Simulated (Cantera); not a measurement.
A closed system holds: 1 mol PbO, a varied amount of CH4, 0.1 mol CO, at 1.70 bar.

Method: chemical equilibrium by Gibbs-energy minimisation in Cantera with the NASA 1993 tables (ideal gas, pure condensed phases). Candidate condensed phases: C, C6H6, C7H8, C8H18, H2O, Pb, PbO, PbO2, Pb3O4; 113 gas species. Kinetics and transport are ignored.

What condenses at these points (T in °C, n(CH4) in mol): (1652, 1.3); (1277, 0.91); (1577, 3.9); (1727, 0.91); (1802, 1.8); (1202, 1.3); (1202, 3.5)?


```json
[
 {"T (°C)": "1652", "n(CH4) in mol": "1.3", "condensed phases": "C", "Pb condensed (%)": "0.0"},
 {"T (°C)": "1277", "n(CH4) in mol": "0.91", "condensed phases": "Pb", "Pb condensed (%)": "93.3"},
 {"T (°C)": "1577", "n(CH4) in mol": "3.9", "condensed phases": "C", "Pb condensed (%)": "0.0"},
 {"T (°C)": "1727", "n(CH4) in mol": "0.91", "condensed phases": "gas only", "Pb condensed (%)": "0.0"},
 {"T (°C)": "1802", "n(CH4) in mol": "1.8", "condensed phases": "C", "Pb condensed (%)": "0.0"},
 {"T (°C)": "1202", "n(CH4) in mol": "1.3", "condensed phases": "C + Pb", "Pb condensed (%)": "95.8"},
 {"T (°C)": "1202", "n(CH4) in mol": "3.5", "condensed phases": "C + Pb", "Pb condensed (%)": "90.8"}
]
```
